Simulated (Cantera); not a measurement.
**Reactions in the system C-H**

Standard-state values (1 bar) from the NASA 1993 polynomials, evaluated with Cantera. Values are per mole of reaction as written; species without (g) are pure solids or liquids, kept so even where they would boil at 1 bar.

3 H2(g) + 6 C = C6H6(g)

```tsv
T (K)	ΔH° (kJ)	ΔS° (J/K)	ΔG° (kJ)	log10 K
1023	62.6	-197.9	265.1	-13.53
1073	62.2	-198.3	275.0	-13.39
1123	61.9	-198.6	284.9	-13.25
1173	61.6	-198.8	294.8	-13.13
1223	61.4	-199.0	304.8	-13.02
1273	61.2	-199.1	314.7	-12.91
1323	61.1	-199.2	324.7	-12.82
1373	61.0	-199.3	334.6	-12.73
```
